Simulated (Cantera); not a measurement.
## Low-pressure radical oxidation in H2/O2

An isothermal, constant-pressure homogeneous reactor starts with 0.895 % H₂, 68.8 % O₂, 30.3 % N₂, at 1450 K and 10.00 Torr.

Computed with Cantera and the H2/O2 subset of GRI-Mech 3.0, which has no nitrogen chemistry. Radical loss at walls, strong at low pressure, is not modelled.

| t (s) | x H₂ | x O₂ | x OH | x HO₂ | x H₂O₂ | x O | x H₂O |
|---|---|---|---|---|---|---|---|
| 2.00e-6 | 0.00895 | 0.688 | 2.26e-11 | 5.62e-10 | <1e-12 | 2.26e-11 | <1e-12 |
| 1.26e-5 | 0.00895 | 0.688 | 7.76e-10 | 3.54e-9 | <1e-12 | 7.79e-10 | 1.32e-11 |
| 7.95e-5 | 0.00895 | 0.688 | 1.60e-8 | 2.23e-8 | 3.88e-12 | 1.64e-8 | 1.95e-9 |
| 0.000501 | 0.00895 | 0.688 | 2.60e-7 | 1.40e-7 | 1.27e-10 | 2.89e-7 | 1.86e-7 |
| 0.00316 | 0.00737 | 0.687 | 0.000805 | 5.01e-7 | 3.84e-9 | 0.00101 | 0.00112 |
| 0.0199 | 4.28e-5 | 0.680 | 0.00129 | 3.02e-7 | 6.79e-9 | 0.00757 | 0.00812 |
| 0.126 | 3.63e-5 | 0.681 | 0.00119 | 2.77e-7 | 6.37e-9 | 0.00636 | 0.00822 |
| 0.793 | 1.59e-5 | 0.684 | 0.000787 | 1.75e-7 | 4.41e-9 | 0.00269 | 0.00853 |
| 5.00 | 1.66e-6 | 0.686 | 0.000255 | 4.37e-8 | 1.14e-9 | 0.000272 | 0.00886 |
x: mole fraction; the columns are a selection and need not sum to one.

Equilibrium at this temperature and pressure: H₂ 8.93e-8, O₂ 0.687, OH 5.93e-5, HO₂ 3.32e-8, H₂O₂ 1.32e-10, O 1.45e-5, H₂O 0.00896 (gas phase only).
